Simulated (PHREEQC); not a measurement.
Dissolve 5.1 mmol/kgw K2CO3 and 0.051 mmol/kgw H3BO3 at 5 °C. Closed to the air; pH follows from the charge balance.

The numbers come from PHREEQC with the ion-association model, phreeqc.dat.

```csv
quantity,before,after
ionic strength (mol/kgw),0.0148,0.0132
H3BO3 (mol/kgw),5.14e-7,2.76e-6
```

**Question.** Name the change that produced these shifts.
A. K2CO3 from 0.0051 to 0.0255 mol/kgw
B. 0.00058 mol/kgw HBr added
C. temperature from 5 to 65 °C
D. K2CO3 left out
E. K2CO3 from 0.0051 to 0.0102 mol/kgw

**Answer.** C, temperature from 5 to 65 °C

No solid was allowed to form. Constants without temperature data keep their 25 °C values here.
